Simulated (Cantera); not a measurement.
An adiabatic, constant-pressure homogeneous reactor starts with H₂ : O₂ : N₂ : H₂O = 1 : 0.521 : 1.96 : 0.53 (molar parts), at 1500 K and 9.87 atm. Integrator tolerance rtol = 1e-08.

Computed with Cantera and GRI-Mech 3.0 (53 species, 325 reactions). The hydrogen kinetics of GRI-Mech 3.0 are dated; newer H2 mechanisms differ, most at raised pressure.

**Question.** What does this change do: H2 1 to 0.52 parts?

**Answer.** 
```
quantity                                                            before                                      after
---------------------------------  ---------------------------------------  -----------------------------------------
time of steepest temperature rise                                  2.35 µs                                    2.87 µs
temperature at 0.200 s                                              2833 K                                     2403 K
equilibrium temperature                                             2833 K                                     2403 K
x(H₂) at 0.200 s                     0.0282 (gas-phase equilibrium 0.0282)    0.00135 (gas-phase equilibrium 0.00135)
x(O₂) at 0.200 s                     0.0115 (gas-phase equilibrium 0.0115)      0.0729 (gas-phase equilibrium 0.0729)
x(H₂O) at 0.200 s                      0.385 (gas-phase equilibrium 0.385)        0.314 (gas-phase equilibrium 0.314)
x(O) at 0.200 s                    0.00211 (gas-phase equilibrium 0.00211)  0.000758 (gas-phase equilibrium 0.000758)
x(N₂O) at 0.200 s                  1.10e-6 (gas-phase equilibrium 1.10e-6)    1.50e-6 (gas-phase equilibrium 1.50e-6)
x(H₂O₂) at 0.200 s                 1.74e-6 (gas-phase equilibrium 1.74e-6)    1.52e-6 (gas-phase equilibrium 1.52e-6)
x(H) at 0.200 s                    0.00492 (gas-phase equilibrium 0.00492)  0.000189 (gas-phase equilibrium 0.000189)
```
